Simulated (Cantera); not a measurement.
Input: 1 mol SiC, 1.1 mol H₂O, 190 mol N₂, at 2.10 bar.

Equilibrium computed with Cantera from the NASA thermochemical tables; the gas is ideal and each condensed phase is pure. Candidate condensed phases: C, C₆H₆, C₇H₈, C₈H₁₈, H₂O, Si, SiC, SiO₂, Si₂N₂O, Si₃N₄; 151 gas species. The numbers say what is thermodynamically allowed, not how fast it happens.

Problem. At 1327 °C, list the 4 most abundant gas species with their mole fractions, and the condensed phases.

Solution. N₂ 0.991, H₂ 0.00567, CO 0.00314, HCN 0.000153. Condensed: C(graphite) + Si₂N₂O(s).
